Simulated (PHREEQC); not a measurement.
Alkaline etch or developer: an equilibrium model

A solution holds 0.0082 mol NH3, 3.5e-05 mol H4SiO4 and 0.035 mol Na2CO3 per kg of water, at 25 °C. Closed to the air; pH follows from the charge balance.

All values are PHREEQC results (ion-association model, phreeqc.dat), not measurements.

No solid was allowed to form.

### Question
What pH does the model give?

### Answer
pH 11.16.

### Question
In which forms is Si present?

### Answer
H3SiO4- 95 %, H4SiO4 3.4 %, H2SiO4-2 1.8 % of the Si.
